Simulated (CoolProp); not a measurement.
Properties of R1123 along the isotherm 7.15 °C (Tc = 58.6 °C, pc = 45.49 bar, ω = 0.243).

Computed with CoolProp (reference Helmholtz-energy equation of state, Akasaka 2020).

```
p (bar)   phase  density (kg/m³)  cp (kJ/(kg K))  isothermal compressibility (1/MPa)  fugacity coefficient
-------  ------  ---------------  --------------  ----------------------------------  --------------------
0.216       gas           0.7624          0.8131                               46.43                0.9971
0.326       gas            1.152          0.8143                               30.81                0.9956
0.491       gas            1.740          0.8161                               20.50                0.9934
0.741       gas            2.634          0.8189                               13.63                0.9900
1.12        gas            4.003          0.8232                               9.069                0.9850
1.69        gas            6.089          0.8299                               6.060                0.9773
2.54        gas            9.265          0.8405                               4.085                0.9659
3.84        gas            14.29          0.8581                               2.760                0.9486
5.79        gas            22.24          0.8885                               1.897                0.9226
8.73        gas            35.38          0.9472                               1.344                0.8834
19.9     liquid             1096           1.522                            0.007414                0.5615
30       liquid             1104           1.499                            0.006848                0.3847
45.2     liquid             1115           1.470                            0.006158                0.2679
68.2     liquid             1130           1.435                            0.005365                0.1908
```
